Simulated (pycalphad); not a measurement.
Phase fields of Cu-Y as a text map

Source of the numbers: pycalphad with the COST 507 light-alloy database (1999); pressure 1 atm. These are 1990s assessments: newer ones move some temperatures and phases. Kinetics are ignored, which matters at the lower temperatures.

Columns run from 0.2 at.% Y, then 2 to 98 at.% in steps of 2, to 99.8 at.%; rows are temperatures in °C.

```
 1552 aaaaaaaaaaaaaaaaaaaaaaaaaaaaaaaaaaaaaaaaaaaaaaaaaaa
 1502 aaaaaaaaaaaaaaaaaaaaaaaaaaaaaaaaaaaaaaaaaaaaaaaaaab
 1452 aaaaaaaaaaaaaaaaaaaaaaaaaaaaaaaaaaaaaaaaaaaaaaaaccc
 1402 aaaaaaaaaaaaaaaaaaaaaaaaaaaaaaaaaaaaaaaaaaaaaaccccc
 1352 aaaaaaaaaaaaaaaaaaaaaaaaaaaaaaaaaaaaaaaaaaacccccccc
 1302 aaaaaaaaaaaaaaaaaaaaaaaaaaaaaaaaaaaaaaaaacccccccccc
 1252 aaaaaaaaaaaaaaaaaaaaaaaaaaaaaaaaaaaaaaacccccccccccc
 1202 aaaaaaaaaaaaaaaaaaaaaaaaaaaaaaaaaaaaaaccccccccccccc
 1152 aaaaaaaaaaaaaaaaaaaaaaaaaaaaaaaaaaaaacccccccccccccc
 1102 aaaaaaaaaaaaaaaaaaaaaaaaaaaaaaaaaaaaccccccccccccccc
 1052 ddaaaaaaaaaaaaaaaaaaaaaaaaaaaaaaaaaaccccccccccccccc
 1002 dddaaaaaaaaaaaaaaaaaaaaaaaaaaaaaaaacccccccccccccccc
  952 ddddaaaaae?eaaaaaaaaaaaaaaaaaaaaaaccccccccccccccccc
  902 dddddaffgg?hiiiaaaaaaajjjkjjjaaaaaccccccccccccccccc
  852 lllllllmgg?hnnnnnoooajjjjkjjjjjaacccccccccccccccccc
  802 lllllllmgg?hnnnnnppppppppkjjjjjjjcccccccccccccccccc
  752 lllllllmgg?hnnnnnppppppppkqqqqqqqqqqqqqqqqqqqqqqqqq
  702 lllllllmgg?hnnnnnppppppppkqqqqqqqqqqqqqqqqqqqqqqqqq
  652 lllllllmgg?hnnnnnppppppppkqqqqqqqqqqqqqqqqqqqqqqqqq
  602 lllllllmgg?hnnnnnppppppppkqqqqqqqqqqqqqqqqqqqqqqqqq
  552 lllllllmgg?hnnnnnppppppppkqqqqqqqqqqqqqqqqqqqqqqqqq
  502 lllllllmgg?hnnnnnppppppppkqqqqqqqqqqqqqqqqqqqqqqqqq
  452 lllllllmgg?hnnnnnppppppppkqqqqqqqqqqqqqqqqqqqqqqqqq
  402 llllllllgg?hnnnnnppppppppkqqqqqqqqqqqqqqqqqqqqqqqqq
  352 llllllllgg?hnnnnnppppppppkqqqqqqqqqqqqqqqqqqqqqqqqq
  302 llllllllgg?hnnnnnppppppppkqqqqqqqqqqqqqqqqqqqqqqqqq
  252 llllllllgg?hnnnnnppppppppkqqqqqqqqqqqqqqqqqqqqqqqqq
```

Key: a = LIQUID; b = BCC_A2 + LIQUID; c = HCP_A3 + LIQUID; d = FCC_A1 + LIQUID; e = CU4Y + LIQUID; f = CU6Y + LIQUID; g = CU4Y + CU6Y; h = CU4Y + CU7Y2; i = CU7Y2 + LIQUID; j = CUY + LIQUID; k = CUY; l = CU6Y + FCC_A1; m = CU6Y; n = CU2Y_R + CU7Y2; o = CU2Y_R + LIQUID; p = CU2Y_R + CUY; q = CUY + HCP_A3.

Database names, with the compositions (at.%) that they take in these runs: CU4Y: Cu 80 Y 20; CUY: Cu 50 Y 50; CU6Y: Cu 84-87 Y 13-16; CU7Y2: Cu 78 Y 22; CU2Y_R: Cu 67 Y 33. FCC_A1 is fcc; BCC_A2 is bcc; HCP_A3 is hcp.
